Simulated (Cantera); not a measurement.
Mixture: 16.1 % CH₄, 21.5 % O₂, 62.4 % N₂, equivalence ratio 1.5, at 1.00 bar, adiabatic and at constant volume. Ignition delay is the time to a rise of 400 K.

Detailed kinetics in Cantera: GRI-Mech 3.0 (53 species, 325 reactions).

Task: Predict: delay at 1075 K; delay at 1125 K; delay at 1175 K; delay at 1225 K; delay at 1275 K; delay at 1325 K; delay at 1375 K; apparent activation energy between 1275 and 1375 K.

Result: 
```json
{
  "delay at 1075 K": "0.299 s",
  "delay at 1125 K": "0.134 s",
  "delay at 1175 K": "62.6 ms",
  "delay at 1225 K": "30.4 ms",
  "delay at 1275 K": "15.3 ms",
  "delay at 1325 K": "7.99 ms",
  "delay at 1375 K": "4.30 ms",
  "apparent activation energy between 1275 and 1375 K": "190 kJ/mol"
}
```
